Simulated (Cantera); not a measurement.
Standard-state values (1 bar) from the NASA 1993 polynomials, evaluated with Cantera. Values are per mole of reaction as written; species without (g) are pure solids or liquids, kept so even where they would boil at 1 bar.

Task: Between 300 and 2398 K, where is each reaction favourable under standard conditions?
- 2 H2(g) + O2(g) ⇌ 2 H2O(g)
- 2 Ti + O2(g) ⇌ 2 TiO(g)
- 2 B + O2(g) ⇌ B2O2(g)

Result: 
- 2 H2(g) + O2(g) ⇌ 2 H2O(g): ΔG° is -457 kJ at 300 K and -225 kJ at 2398 K; it stays negative (K > 1). ΔH° is -503 kJ and ΔS° -116 J/K at 2398 K.
- 2 Ti + O2(g) ⇌ 2 TiO(g): ΔG° is 49 kJ at 300 K and -299 kJ at 2398 K; it changes sign between 300 and 1648 K. ΔH° is 7 kJ and ΔS° 128 J/K at 2398 K.
- 2 B + O2(g) ⇌ B2O2(g): ΔG° is -464 kJ at 300 K and -506 kJ at 2398 K; it stays negative (K > 1). ΔH° is -574 kJ and ΔS° -28 J/K at 2398 K.
